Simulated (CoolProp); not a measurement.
Vapour-liquid equilibrium of cyclohexane (1) + n-dodecane (2) at 385.6 K; x and y are mole fractions of (1).

Computed with CoolProp (multi-fluid Helmholtz-energy mixture model, Zhou 2014 and Lemmon 2004; pair parameters Bell 2016).

Question: Give the bubble pressure and the first vapour's composition at x = 0.35, 0.5, 0.65. Is there an azeotrope?

Answer: x = 0.35: 75.31 kPa, y = 0.968; x = 0.5: 111.1 kPa, y = 0.983; x = 0.65: 149.0 kPa, y = 0.991. No azeotrope shows between x = 0.05 and 0.95.

Pair parameters are fitted to limited data, so mixtures are less certain than the pure fluids.
